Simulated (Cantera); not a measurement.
An isothermal plug-flow reactor at 925 K and 500000 Pa (inlet), inlet velocity 3.3 m/s, active area per volume 130 1/m; feed CO : O₂ : N₂ = 0.0021 : 0.16 : 0.79 (molar parts).

Detailed kinetics in Cantera: Deutschmann's 1995 Pt surface mechanism with GRI-Mech 3.0 gas chemistry. Catalytic surfaces can have several steady states; this one follows from the mechanism file's or the stated starting coverage. Mass transfer to the wall is taken as infinitely fast.

One state of this run: x CO = 0.00153; x O₂ = 0.168; x H₂O = <1e-12; x CO₂ = 0.000673; θ free Pt = 0.0636; θ O* = 0.936. x: gas mole fraction; θ: surface coverage.

Q: Which value of z (m) does it belong to?
(A) 0.0066
(B) 0.0021
(C) 0.00066
(D) 0.037

A: A, 0.0066
